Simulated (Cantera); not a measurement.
Input: 1 mol Si₃N₄, 0.046 mol N₂, held at 1950 K and 46000 Pa.

Method: chemical equilibrium by Gibbs-energy minimisation in Cantera with the NASA 1993 tables (ideal gas, pure condensed phases). Candidate condensed phases: Si, Si₃N₄; 7 gas species. Rates play no part.

Base state: N₂ 1.000, Si 1.66e-5 (mole fractions); condensed: Si₃N₄(s).

Q: What changes in the equilibrium state with this change: 0.043 mol H₂O added?

A: 
| species | before | after |
|---|---|---|
| N₂ | 1.000 | 0.582 |
| H₂ | 0 | 0.413 |
| SiO | 0 | 0.00427 |
| H | 0 | 0.00109 |
| SiH₂ | 0 | 1.51e-5 |
| Si | 1.66e-5 | 2.39e-5 |
| Si₃N₄(s), mol | 1.00 | 0.971 |
| Si₂N₂O(s), mol | 0 | 0.0426 |
Mutual solubility and eutectic melting of coexisting phases are not modelled. Gases not in the tables: Si₂H₆ and higher silanes. Further candidate phases: H₂O, SiO₂, Si₂N₂O.
